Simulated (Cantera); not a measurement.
Adiabatic ignition

An adiabatic, constant-volume homogeneous reactor starts with 10.7 % CO, 0.330 % H2, 1.71 % CH4, 18.2 % O2, 69.1 % N2, equivalence ratio 0.49, at 1475 K and 1.00 bar.

Detailed kinetics in Cantera: GRI-Mech 3.0 (53 species, 325 reactions).

```json
[
 {"t (s)": "5.00e-6", "T (K)": "1475", "P (bar)": "1.00", "x CO": "0.107", "x H2": "0.00330", "x CH4": "0.0171", "x CH2": "<1e-12", "x HCN": "<1e-12"},
 {"t (s)": "1.01e-5", "T (K)": "1475", "P (bar)": "1.00", "x CO": "0.107", "x H2": "0.00330", "x CH4": "0.0171", "x CH2": "<1e-12", "x HCN": "<1e-12"},
 {"t (s)": "2.06e-5", "T (K)": "1475", "P (bar)": "1.00", "x CO": "0.107", "x H2": "0.00330", "x CH4": "0.0171", "x CH2": "4.76e-12", "x HCN": "<1e-12"},
 {"t (s)": "4.17e-5", "T (K)": "1475", "P (bar)": "1.00", "x CO": "0.107", "x H2": "0.00330", "x CH4": "0.0170", "x CH2": "3.37e-11", "x HCN": "<1e-12"},
 {"t (s)": "8.47e-5", "T (K)": "1475", "P (bar)": "1.00", "x CO": "0.107", "x H2": "0.00330", "x CH4": "0.0170", "x CH2": "5.37e-10", "x HCN": "<1e-12"},
 {"t (s)": "0.000172", "T (K)": "1479", "P (bar)": "1.00", "x CO": "0.106", "x H2": "0.00334", "x CH4": "0.0163", "x CH2": "1.13e-7", "x HCN": "3.74e-12"},
 {"t (s)": "0.000349", "T (K)": "2352", "P (bar)": "1.56", "x CO": "0.0375", "x H2": "0.00199", "x CH4": "<1e-12", "x CH2": "<1e-12", "x HCN": "5.49e-12"},
 {"t (s)": "0.000707", "T (K)": "2624", "P (bar)": "1.71", "x CO": "0.0214", "x H2": "0.000987", "x CH4": "<1e-12", "x CH2": "<1e-12", "x HCN": "1.72e-11"},
 {"t (s)": "0.00143", "T (K)": "2639", "P (bar)": "1.72", "x CO": "0.0197", "x H2": "0.000908", "x CH4": "<1e-12", "x CH2": "<1e-12", "x HCN": "2.52e-11"},
 {"t (s)": "0.00291", "T (K)": "2632", "P (bar)": "1.71", "x CO": "0.0194", "x H2": "0.000895", "x CH4": "<1e-12", "x CH2": "<1e-12", "x HCN": "3.33e-11"},
 {"t (s)": "0.00590", "T (K)": "2625", "P (bar)": "1.71", "x CO": "0.0190", "x H2": "0.000882", "x CH4": "<1e-12", "x CH2": "<1e-12", "x HCN": "4.01e-11"},
 {"t (s)": "0.0120", "T (K)": "2621", "P (bar)": "1.71", "x CO": "0.0188", "x H2": "0.000875", "x CH4": "<1e-12", "x CH2": "<1e-12", "x HCN": "4.30e-11"},
 {"t (s)": "0.0243", "T (K)": "2620", "P (bar)": "1.71", "x CO": "0.0188", "x H2": "0.000874", "x CH4": "<1e-12", "x CH2": "<1e-12", "x HCN": "4.34e-11"},
 {"t (s)": "0.0493", "T (K)": "2620", "P (bar)": "1.71", "x CO": "0.0188", "x H2": "0.000874", "x CH4": "<1e-12", "x CH2": "<1e-12", "x HCN": "4.34e-11"},
 {"t (s)": "0.100", "T (K)": "2620", "P (bar)": "1.71", "x CO": "0.0188", "x H2": "0.000874", "x CH4": "<1e-12", "x CH2": "<1e-12", "x HCN": "4.34e-11"}
]
```
x: mole fraction; the columns are a selection and need not sum to one.

The time of steepest temperature rise comes out as 0.227 ms, the temperature at 0.100 s is 2620 K and the equilibrium temperature comes out as 2620 K. The x(CO) at 0.100 s comes out as 0.0188 (gas-phase equilibrium 0.0188) and the x(H2) at 0.100 s is 0.000874 (gas-phase equilibrium 0.000874). The x(CH4) at 0.100 s is <1e-12 (gas-phase equilibrium <1e-12).
